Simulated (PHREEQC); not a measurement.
NH3 is added in steps, without added water, to 1 kg of water holding 0.0014 mol KHCO3, 1.9e-05 mol Na2B4O7 and 0.043 mol LiCl, at 25 °C. O2 is buffered at 0.21 atm. The system is closed to CO2. Precipitation was switched off in this run.

Base run: PHREEQC, ion-association model, phreeqc.dat. Each further column changes one thing. The table gives pH.

```csv
NH3 added (mol),base,temperature from 25 to 60 °C,LiCl left out,KHCO3 from 0.0014 to 0.00028 mol/kgw,solids may form
0,8.45,8.15,8.58,8.73,8.45
8.7e-05,8.84,8.39,8.95,9.19,8.84
0.000174,9.03,8.52,9.12,9.38,9.03
0.000261,9.15,8.61,9.23,9.49,9.15
0.000348,9.24,8.67,9.31,9.57,9.24
0.000435,9.31,8.72,9.38,9.64,9.31
0.000522,9.36,8.76,9.43,9.69,9.36
0.000609,9.41,8.80,9.47,9.74,9.41
0.000696,9.45,8.83,9.51,9.77,9.45
0.000783,9.48,8.86,9.54,9.81,9.48
0.00087,9.52,8.88,9.57,9.84,9.52
```

 Away from 25 °C the constants follow the database's enthalpies or fits; those with neither stay at their 25 °C values. Solids allowed in the column 'solids may form': Halite, Sylvite.
